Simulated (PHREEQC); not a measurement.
1 kg of water holding 0.21 mol KCl, 0.0037 mol MgBr2, 0.00035 mol CaSO4, 0.014 mol NaBr and 0.013 mol NaCl is evaporated at 15 °C; the solids stay in contact with the brine. The system is closed to CO2. Solids allowed: Arcanite, Bischofite, Bloedite, Brucite, Carnallite, Epsomite, Glaserite, Glauberite, Gypsum, Anhydrite, Halite, Hexahydrite, Kainite, Kieserite, Leonite, Mirabilite, Misenite, Polyhalite, Portlandite, Schoenite, Sylvite, Syngenite, Thenardite, MgCl2_4H2O. Others were left out.

The numbers come from PHREEQC with the Pitzer model, pitzer.dat.

Task: Predict ionic strength at water left (kg) = 0.375, 0.1156, 0.0293, 0.02407, 0.01337.

Result: 
| water left (kg) | ionic strength |
|---|---|
| 0.375 | 0.665 |
| 0.1156 | 2.16 |
| 0.0293 | 5.25 |
| 0.02407 | 5.44 |
| 0.01337 | 6.31 |

Species that the database lacks are ignored.
